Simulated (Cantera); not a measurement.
An isothermal, constant-pressure homogeneous reactor starts with 25.0 % C2H6, 75.0 % H2, at 1275 K and 1.28 Torr.

Detailed kinetics in Cantera: GRI-Mech 3.0 (53 species, 325 reactions). GRI-Mech 3.0 stops at C3 and has no aromatics, soot or wall deposition, so with more carbon than oxygen in the feed, carbon stays in small species such as C2H2 where larger ones or solid carbon would form. Radical loss at walls, strong at low pressure, is not modelled.

x: mole fraction; the columns are a selection and need not sum to one.

```csv
t (s),x C2H6,x H2,x C2H2,x CH3,x C2H4,x H
1.00e-6,0.250,0.750,<1e-12,1.65e-7,<1e-12,6.74e-11
5.01e-6,0.250,0.750,<1e-12,8.27e-7,<1e-12,1.31e-9
2.51e-5,0.250,0.750,<1e-12,4.12e-6,8.80e-11,2.75e-8
0.000126,0.250,0.750,<1e-12,[?],[?],[?]
0.000632,0.250,0.750,5.00e-12,8.43e-5,3.87e-6,3.51e-6
0.00317,0.249,0.750,1.89e-8,0.000236,0.000369,2.43e-5
0.0159,0.231,0.749,[?],[?],[?],[?]
0.0796,0.0947,0.723,0.00239,0.00252,0.0810,0.000211
0.399,0.00296,0.705,0.0204,0.000387,0.107,8.25e-5
2.00,9.19e-5,0.710,0.0372,6.91e-5,0.0904,1.56e-5
```

**Question.** Complete the blanks.

**Answer.** 
- 0.000126, x CH3: 1.99e-5
- 0.000126, x C2H4: 2.04e-8
- 0.000126, x H: 4.17e-7
- 0.0159, x C2H2: 1.85e-5
- 0.0159, x CH3: 0.00121
- 0.0159, x C2H4: 0.0108
- 0.0159, x H: 9.84e-5
